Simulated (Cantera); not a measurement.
Input (Python, Cantera) and output of one run.

```python
import numpy as np
import cantera as ct

gas_names = """
    CL CL2 H HCL H2 Si SiCL SiCL2 SiCL3 SiCL4 SiH SiHCL3 SiH2 SiH2CL2 SiH3 SiH3CL SiH4 Si2 Si3
""".split()
cond_names = """
    Si(cr) Si(L)
""".split()


# ... load() reads the species with a 1 bar reference pressure and builds the phases ...
atoms = {
    'Si': {'Si': 1},
    'HCl': {'H': 1, 'CL': 1},
    'H2': {'H': 2},
}
top_T = {}  # K; cautious upper limits of use, not melting points


# ... equilibrate(T, P, feed) seeds the gas with the atoms and calls Mixture.equilibrate('TP', solver="vcs", rtol=1e-11, max_steps=5000) ...
results = []
feed = {'Si': 1, 'HCl': 2.1, 'H2': 1.7}  # mol
P = 1200000  # Pa
for T in [1023, 1048, 1073, 1098, 1123, 1148, 1173, 1198, 1223]:
    mix = equilibrate(T, P, feed)
    results.append((T, P, feed, dict(zip(mix.species_names, mix.species_moles))))
    x = sorted(zip(gas.X, gas.species_names), reverse=True)
    print(f"T = {T:g} K  P = {P:g} Pa  gas = {mix.phase_moles(0):.4g} mol")
    print("   x: " + "  ".join(f"{s} {v:.3e}" for v, s in x if v > 1e-06))
    print("   condensed (mol): " + ("  ".join(f"{mix.phase(i).name} {mix.phase_moles(i):.4g}"
          for i in range(1, mix.n_phases) if mix.phase_moles(i) > 1e-12) or "none"))
```

Result:

```
T = 1023 K  P = 1.2e+06 Pa  gas = 3.194 mol
   x: H2 8.028e-01  SiCL4 9.022e-02  SiHCL3 8.926e-02  SiH2CL2 9.776e-03  HCL 6.867e-03  SiCL3 6.679e-04  SiH3CL 2.759e-04  SiCL2 1.044e-04  SiH4 3.386e-06
   condensed (mol): Si(cr) 0.3922
T = 1048 K  P = 1.2e+06 Pa  gas = 3.196 mol
   x: H2 8.019e-01  SiCL4 9.012e-02  SiHCL3 8.843e-02  SiH2CL2 9.871e-03  HCL 8.359e-03  SiCL3 8.934e-04  SiH3CL 2.867e-04  SiCL2 1.623e-04  SiH4 3.602e-06
   condensed (mol): Si(cr) 0.3936
T = 1073 K  P = 1.2e+06 Pa  gas = 3.198 mol
   x: H2 8.008e-01  SiCL4 8.992e-02  SiHCL3 8.757e-02  HCL 1.007e-02  SiH2CL2 9.954e-03  SiCL3 1.178e-03  SiH3CL 2.971e-04  SiCL2 2.467e-04  SiH4 3.817e-06
   condensed (mol): Si(cr) 0.3951
T = 1098 K  P = 1.2e+06 Pa  gas = 3.2 mol
   x: H2 7.995e-01  SiCL4 8.963e-02  SiHCL3 8.666e-02  HCL 1.203e-02  SiH2CL2 1.002e-02  SiCL3 1.531e-03  SiCL2 3.676e-04  SiH3CL 3.071e-04  SiH4 4.032e-06
   condensed (mol): Si(cr) 0.3967
T = 1123 K  P = 1.2e+06 Pa  gas = 3.203 mol
   x: H2 7.980e-01  SiCL4 8.921e-02  SiHCL3 8.568e-02  HCL 1.425e-02  SiH2CL2 1.008e-02  SiCL3 1.964e-03  SiCL2 5.374e-04  SiH3CL 3.168e-04  SiH4 4.246e-06
   condensed (mol): Si(cr) 0.3984
T = 1148 K  P = 1.2e+06 Pa  gas = 3.207 mol
   x: H2 7.963e-01  SiCL4 8.867e-02  SiHCL3 8.463e-02  HCL 1.673e-02  SiH2CL2 1.012e-02  SiCL3 2.489e-03  SiCL2 7.716e-04  SiH3CL 3.259e-04  SiH4 4.458e-06
   condensed (mol): Si(cr) 0.4003
T = 1173 K  P = 1.2e+06 Pa  gas = 3.211 mol
   x: H2 7.943e-01  SiCL4 8.797e-02  SiHCL3 8.350e-02  HCL 1.950e-02  SiH2CL2 1.014e-02  SiCL3 3.118e-03  SiCL2 1.089e-03  SiH3CL 3.346e-04  SiH4 4.667e-06
   condensed (mol): Si(cr) 0.4023
T = 1198 K  P = 1.2e+06 Pa  gas = 3.215 mol
   x: H2 7.922e-01  SiCL4 8.712e-02  SiHCL3 8.227e-02  HCL 2.257e-02  SiH2CL2 1.015e-02  SiCL3 3.861e-03  SiCL2 1.514e-03  SiH3CL 3.426e-04  SiH4 4.873e-06
   condensed (mol): Si(cr) 0.4043
T = 1223 K  P = 1.2e+06 Pa  gas = 3.221 mol
   x: H2 7.898e-01  SiCL4 8.609e-02  SiHCL3 8.093e-02  HCL 2.593e-02  SiH2CL2 1.014e-02  SiCL3 4.729e-03  SiCL2 2.071e-03  SiH3CL 3.501e-04  SiH4 5.074e-06
   condensed (mol): Si(cr) 0.4064
```

These are equilibrium values from Cantera (NASA tables, ideal gas, pure condensed phases), not measurements of a reactor. The tables' values for SiCl3 are old estimates; treat these amounts as uncertain.
